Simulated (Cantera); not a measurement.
Feed: 1 mol CaCO3, 0.12 mol C, 0.042 mol O2, equilibrated at 7.50 Torr.

These are equilibrium values from Cantera (NASA tables, ideal gas, pure condensed phases), not measurements of a reactor. Candidate condensed phases: C, Ca, CaCO3, CaO; 15 gas species. Equilibrium is a limit: real reactors are often held back by kinetics, nucleation or transport. All values below are at 1323 K.

Base state: CO2 0.861, CO 0.139 (mole fractions); condensed: CaO(s).

Q: What changes in the equilibrium state with this change: C from 0.12 to 0.045 mol?

A: 
| species | before | after |
|---|---|---|
| CO2 | 0.861 | 0.994 |
| CO | 0.139 | 0.00574 |
| CaO(s), mol | 1.00 | 1.00 |

Q: What changes in the equilibrium state with this change: O2 from 0.042 to 1 mol?

A: 
| species | before | after |
|---|---|---|
| CO2 | 0.861 | 0.560 |
| O2 | <1e-9 | 0.440 |
| CO | 0.139 | 2.03e-6 |
| CaO(s), mol | 1.00 | 1.00 |
